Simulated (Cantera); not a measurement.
Input: 1 mol FeS2, 150 mol H2, 2.8 mol N2, held at 1000 K and 630 Torr.

These are equilibrium values from Cantera (NASA tables, ideal gas, pure condensed phases), not measurements of a reactor. Candidate condensed phases: Fe, FeS, FeS2, S; 16 gas species. FeS: taken at fixed stoichiometry. Equilibrium is a limit: real reactors are often held back by kinetics, nucleation or transport.

Base state: H2 0.975, N2 0.0183, H2S 0.00654, NH3 6.37e-5 (mole fractions); condensed: FeS(s).

### Question
What changes in the equilibrium state with this change: FeS2 replaced by V2O5?

### Answer
```
species        before    after
------------  -------  -------
H2              0.975    0.969
N2             0.0183   0.0183
H2O                 0   0.0131
H2S           0.00654        0
NH3           6.37e-5  6.30e-5
FeS(s), mol      1.00        0
V2O3(s), mol        0     1.00
```
Condensed phases not in the tables: the oxides between V2O3 and V2O5 other than VO2. Further candidate phases: H2O, V, VN, VO, V2O3, V2O4, V2O5.
